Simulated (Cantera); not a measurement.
## Premixed flame

A freely propagating, adiabatic, planar premixed flame of H2 : O2 : N2 = 1 : 0.185 : 0.696 (molar parts), unburnt at 300 K and 0.829 atm; multicomponent transport, grid criteria slope 0.08 and curve 0.16, no radiation.

Detailed kinetics in Cantera: the H2/O2 subset of GRI-Mech 3.0, which has no nitrogen chemistry. Burning velocities carry a grid error of a few per cent, more on coarse grids.

```
z (mm)  T (K)  u (m/s)   x H2      x O2       x O      x H     x H2O     x HO2
------  -----  -------  -----  --------  --------  -------  --------  --------
-1.36     300     2.45  0.532    0.0984     <1e-8    <1e-8     <1e-8     <1e-8
-0.909    300     2.45  0.532    0.0984     <1e-8    <1e-8     <1e-8     <1e-8
-0.682    300     2.45  0.532    0.0984     <1e-8    <1e-8   4.24e-8     <1e-8
-0.455    301     2.45  0.532    0.0984     <1e-8    <1e-8   1.58e-6   2.16e-7
-0.227    346     2.80  0.527    0.0988   2.16e-6  7.75e-6  0.000922  0.000142
-0.114    629     4.97  0.500    0.0912  0.000107  0.00308    0.0225  0.000224
0         988     7.62  0.445    0.0692  0.000655   0.0194    0.0744   7.94e-5
0.114    1243     9.46  0.381    0.0344   0.00126   0.0423     0.144   3.27e-5
0.227    1377     10.4  0.346    0.0110  0.000746   0.0541     0.190   1.00e-5
0.455    1485     11.2  0.335  0.000845  0.000174   0.0524     0.210   7.08e-7
0.909    1575     11.8  0.342   4.09e-5   9.59e-5   0.0414     0.213   3.65e-8
1.82     1658     12.4  0.350   1.62e-5   5.81e-5   0.0297     0.214   1.65e-8
3.64     1726     12.8  0.357   7.92e-6   2.89e-5   0.0197     0.216     <1e-8
```
x: mole fraction of selected species; z is measured from the peak of heat release.

The laminar burning velocity is 245 cm/s, the thermal thickness is 0.455 mm and the peak x(O) comes out as 0.00126. The peak x(H) is 0.0555. The peak x(HO2) comes out as 0.000370 and the grid points comes out as 119.
